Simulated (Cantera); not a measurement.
A closed system holds: 1 mol Fe2O3, 1.5 mol CH4, 5.6 mol H2, held at 1100 K and 1330 Pa.

Cantera equilibrium calculation (NASA polynomials, part measured and part estimated; ideal gas, pure solids and liquids). Candidate condensed phases: C, C6H6, C7H8, C8H18, Fe, Fe(CO)5, FeO, Fe(OH)2, Fe(OH)3, Fe2O3, Fe3O4, H2O; 114 gas species. The numbers say what is thermodynamically allowed, not how fast it happens.

What is the equilibrium state?


```json
{
  "x(H2)": "0.725",
  "x(H2O)": "0.127",
  "x(CO)": "0.127",
  "x(CO2)": "0.0218",
  "n(Fe(α))": "2.00 mol",
  "gas_amount": "10.10 mol",
  "log10 activity of C(graphite) (absent)": "-3.06",
  "log10 activity of Fe(OH)2(s) (absent)": "-7.94",
  "log10 activity of Fe(OH)3(s) (absent)": "-14.47"
}
```
